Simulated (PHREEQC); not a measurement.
Consider water at 20 °C with 0.02 mol NH4HF2, 0.00051 mol H2SiF6 and 0.02 mol HCl per kg of water. Closed to the air; pH follows from the charge balance.

Model: ion-association model, wateq4f.dat, run in PHREEQC.

The ionic strength comes out as 0.0267 mol/kgw. What activity coefficients do SiF6-2, Cl-, F-, NH4+, HF2- get?

SiF6-2 0.55, Cl- 0.85, F- 0.85, NH4+ 0.86, HF2- 0.85.

No solid was allowed to form. wateq4f.dat counts part of the HF as a dimer, H2F2, which phreeqc.dat doesn't know; its constant is uncertain. SiF6-2 is the database's only silicon fluoride.
